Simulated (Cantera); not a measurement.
An isothermal plug-flow reactor at 825 K and 1.70 bar (inlet), inlet velocity 0.36 m/s, active area per volume 870 1/m; feed 0.767 % CH4, 6.02 % O2, 93.2 % N2, equivalence ratio 0.25.

Computed with Cantera and Deutschmann's 1995 Pt surface mechanism with GRI-Mech 3.0 gas chemistry. Catalytic surfaces can have several steady states; this one follows from the mechanism file's or the stated starting coverage. Mass transfer to the wall is taken as infinitely fast.

One state of this run: x CH4 = 0.00744; x O2 = 0.0597; x H2O = 0.000462; x CO2 = 0.000230; x CO = 1.24e-6; θ free Pt = 0.0498; θ O* = 0.950; θ OH* = 0.000578. x: gas mole fraction; θ: surface coverage.

Q: Which value of z (m) does it belong to?
A) 0.0079
B) 0.0048
C) 0.037
D) 0.061

A: B, 0.0048
